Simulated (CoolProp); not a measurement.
Vapour-liquid equilibrium of R143a (1) + dimethyl ether (2) at 306.2 K; x and y are mole fractions of (1).

Computed with CoolProp (multi-fluid Helmholtz-energy mixture model, Lemmon and Jacobsen 2000 and Wu 2011; pair parameters Bell 2016).

| x | bubble pressure (MPa) | y at the bubble point | dew pressure at overall composition x (MPa) | liquid density (mol/L) |
|---|---|---|---|---|
| 0.05 | 0.7853 | 0.096 | 0.7628 | 13.89 |
| 0.15 | 0.8735 | 0.257 | 0.8131 | 13.54 |
| 0.25 | 0.9581 | 0.387 | 0.8696 | 13.19 |
| 0.35 | 1.040 | 0.497 | 0.9328 | 12.85 |
| 0.45 | 1.120 | 0.592 | 1.004 | 12.51 |
| 0.55 | 1.198 | 0.678 | 1.083 | 12.17 |
| 0.65 | 1.275 | 0.756 | 1.171 | 11.83 |
| 0.75 | 1.352 | 0.829 | 1.269 | 11.49 |
| 0.85 | 1.430 | 0.899 | 1.375 | 11.15 |
| 0.95 | 1.508 | 0.967 | 1.488 | 10.81 |

No azeotrope shows between x = 0.05 and 0.95.

The pair parameters rest on a limited set of measurements; away from them the model extrapolates.
